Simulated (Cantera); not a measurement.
Input (Python, Cantera) and output of one run.

```python
import numpy as np
import cantera as ct

gas_names = """
    F F2 H HF H2 H2F2 H3F3 H4F4 H5F5 H6F6 H7F7 N NF NF2 NF3 NH NH2 NH3 N2 N2H2 N2H4 Si SiF SiF2 SiF3
    SiF4 SiH SiHF3 SiH2 SiH2F2 SiH3 SiH3F SiH4 SiN Si2 Si2N Si3
""".split()
cond_names = """
    Si(cr) Si(L) Si3N4(a)
""".split()


def load(file, names, dense=False):
    # The tables refer to 1 bar. Condensed volumes are neglected.
    table = {s.name: s for s in ct.Species.list_from_file(file)}
    out = []
    for n in names:
        d = dict(table[n].input_data)
        d["thermo"] = dict(d["thermo"], **{"reference-pressure": 1e5})
        if dense:
            d["equation-of-state"] = {"model": "constant-volume", "density": "1e6 g/cm^3"}
        out.append(ct.Species.from_dict(d))
    return out


gas = ct.Solution(thermo="ideal-gas", species=load("nasa_gas.yaml", gas_names))
cond = {s.name: ct.Solution(thermo="fixed-stoichiometry", species=[s], name=s.name)
        for s in load("nasa_condensed.yaml", cond_names, dense=True)}
atoms = {
    'SiF4': {'Si': 1, 'F': 4},
    'NH3': {'N': 1, 'H': 3},
    'N2': {'N': 2},
}
top_T = {'Si3N4(a)': 2400}  # K; cautious upper limits of use, not melting points


def equilibrate(T, P, feed):
    n = {}
    for name, mol in feed.items():
        for a, k in atoms[name].items():
            n[a] = n.get(a, 0.0) + k * mol
    gas.TPX = T, P, n
    mass = sum(n.values()) * gas.mean_molecular_weight
    gas.equilibrate("TP")
    valid = [c for c in cond.values() if c.min_temp <= T <= top_T.get(c.name, c.max_temp)]
    mix = ct.Mixture([(gas, mass / gas.mean_molecular_weight)] + [(c, 0.0) for c in valid])
    mix.T, mix.P = T, P
    mix.equilibrate("TP", solver="vcs", rtol=1e-11, max_steps=5000)
    return mix


results = []
feed = {'SiF4': 1, 'NH3': 11, 'N2': 9.7}  # mol
for P in [5, 21, 85, 350, 1400, 5900, 24000, 100000]:
    for T in [775, 875, 975, 1075, 1175, 1275, 1375, 1475, 1575, 1675, 1775, 1875]:
        mix = equilibrate(T, P, feed)
        results.append((T, P, feed, dict(zip(mix.species_names, mix.species_moles))))

for T, P, feed, n in results:
    print(f"{T:7g} {P:10.4g}  " + (" + ".join(c for c in cond_names if n.get(c, 0) > 1e-12) or "gas only"))
```

It prints:

```
    775          5  Si3N4(a)
    875          5  Si3N4(a)
    975          5  Si3N4(a)
   1075          5  Si3N4(a)
   1175          5  Si3N4(a)
   1275          5  gas only
   1375          5  gas only
   1475          5  gas only
   1575          5  gas only
   1675          5  gas only
   1775          5  gas only
   1875          5  gas only
    775         21  Si3N4(a)
    875         21  Si3N4(a)
    975         21  Si3N4(a)
   1075         21  Si3N4(a)
   1175         21  Si3N4(a)
   1275         21  gas only
   1375         21  gas only
   1475         21  gas only
   1575         21  gas only
   1675         21  gas only
   1775         21  gas only
   1875         21  gas only
    775         85  Si3N4(a)
    875         85  Si3N4(a)
    975         85  Si3N4(a)
   1075         85  Si3N4(a)
   1175         85  Si3N4(a)
   1275         85  Si3N4(a)
   1375         85  gas only
   1475         85  gas only
   1575         85  gas only
   1675         85  gas only
   1775         85  gas only
   1875         85  gas only
    775        350  Si3N4(a)
    875        350  Si3N4(a)
    975        350  Si3N4(a)
   1075        350  Si3N4(a)
   1175        350  Si3N4(a)
   1275        350  Si3N4(a)
   1375        350  Si3N4(a)
   1475        350  gas only
   1575        350  gas only
   1675        350  gas only
   1775        350  gas only
   1875        350  gas only
    775       1400  Si3N4(a)
    875       1400  Si3N4(a)
    975       1400  Si3N4(a)
   1075       1400  Si3N4(a)
   1175       1400  Si3N4(a)
   1275       1400  Si3N4(a)
   1375       1400  Si3N4(a)
   1475       1400  gas only
   1575       1400  gas only
   1675       1400  gas only
   1775       1400  gas only
   1875       1400  gas only
    775       5900  Si3N4(a)
    875       5900  Si3N4(a)
    975       5900  Si3N4(a)
   1075       5900  Si3N4(a)
   1175       5900  Si3N4(a)
   1275       5900  Si3N4(a)
   1375       5900  Si3N4(a)
   1475       5900  Si3N4(a)
   1575       5900  gas only
   1675       5900  gas only
   1775       5900  gas only
   1875       5900  gas only
    775    2.4e+04  Si3N4(a)
    875    2.4e+04  Si3N4(a)
    975    2.4e+04  Si3N4(a)
   1075    2.4e+04  Si3N4(a)
   1175    2.4e+04  Si3N4(a)
   1275    2.4e+04  Si3N4(a)
   1375    2.4e+04  Si3N4(a)
   1475    2.4e+04  Si3N4(a)
   1575    2.4e+04  Si3N4(a)
   1675    2.4e+04  gas only
   1775    2.4e+04  gas only
   1875    2.4e+04  gas only
    775      1e+05  Si3N4(a)
    875      1e+05  Si3N4(a)
    975      1e+05  Si3N4(a)
   1075      1e+05  Si3N4(a)
   1175      1e+05  Si3N4(a)
   1275      1e+05  Si3N4(a)
   1375      1e+05  Si3N4(a)
   1475      1e+05  Si3N4(a)
   1575      1e+05  Si3N4(a)
   1675      1e+05  gas only
   1775      1e+05  gas only
   1875      1e+05  gas only
```

Method: chemical equilibrium by Gibbs-energy minimisation in Cantera with the NASA 1993 tables (ideal gas, pure condensed phases). The tables' values for SiF2, SiF3 are old estimates.
